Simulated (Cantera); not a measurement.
An adiabatic, constant-volume homogeneous reactor starts with CH₄ : O₂ : N₂ = 1 : 1 : 3.76 (molar parts), equivalence ratio 2.0, at 1575 K and 2.47 atm.

Detailed kinetics in Cantera: GRI-Mech 3.0 (53 species, 325 reactions).

Predict: time of steepest temperature rise; temperature at 9.00 s; equilibrium temperature; x(O₂) at 9.00 s; x(HO₂) at 9.00 s; x(NO) at 9.00 s.


| Quantity | Result |
|---|---|
| time of steepest temperature rise | 0.348 ms |
| temperature at 9.00 s | 2838 K |
| equilibrium temperature | 2838 K |
| x(O₂) at 9.00 s | 7.88e-5 (gas-phase equilibrium 7.88e-5) |
| x(HO₂) at 9.00 s | 1.43e-7 (gas-phase equilibrium 1.43e-7) |
| x(NO) at 9.00 s | 0.000630 (gas-phase equilibrium 0.000630) |
